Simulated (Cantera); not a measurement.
An isothermal plug-flow reactor at 975 K and 150000 Pa (inlet), inlet velocity 0.11 m/s, active area per volume 310 1/m; feed CH₄ : O₂ : N₂ : H₂O = 0.0027 : 0.057 : 0.79 : 0.02 (molar parts), equivalence ratio 0.095.

Computed with Cantera and Deutschmann's 1995 Pt surface mechanism with GRI-Mech 3.0 gas chemistry. Catalytic surfaces can have several steady states; this one follows from the mechanism file's or the stated starting coverage. Mass transfer to the wall is taken as infinitely fast.

x: gas mole fraction; θ: surface coverage.

```csv
z (m),x CH₄,x O₂,x H₂O,x CO₂,x CO,θ free Pt,θ O*,θ OH*
4.1e-05,0.00309,0.0655,0.0230,1.69e-5,[?],0.172,0.824,0.00345
6.8e-05,0.00307,0.0655,0.0231,2.83e-5,[?],0.172,0.824,0.00345
0.00011,0.00306,0.0654,0.0231,4.63e-5,1.29e-6,0.172,0.824,0.00346
0.00019,0.00302,0.0654,0.0232,8.03e-5,1.33e-6,0.172,0.824,0.00346
0.00032,0.00297,0.0653,0.0233,0.000135,1.31e-6,0.172,0.824,0.00347
0.00053,0.00288,0.0651,0.0234,0.000221,1.27e-6,0.172,0.824,0.00348
0.00088,0.00274,0.0648,0.0237,0.000360,1.21e-6,0.172,0.824,0.00350
0.0015,0.00250,0.0644,0.0242,0.000590,[?],0.173,0.824,0.00354
0.0025,0.00217,0.0637,0.0248,0.000921,[?],0.173,0.823,0.00359
0.0041,0.00172,0.0628,0.0257,0.00136,[?],0.174,0.823,0.00366
```

Some entries are withheld; supply them.


- 4.1e-05, x CO: 9.30e-7
- 6.8e-05, x CO: 1.15e-6
- 0.0015, x CO: 1.11e-6
- 0.0025, x CO: 9.66e-7
- 0.0041, x CO: 7.74e-7
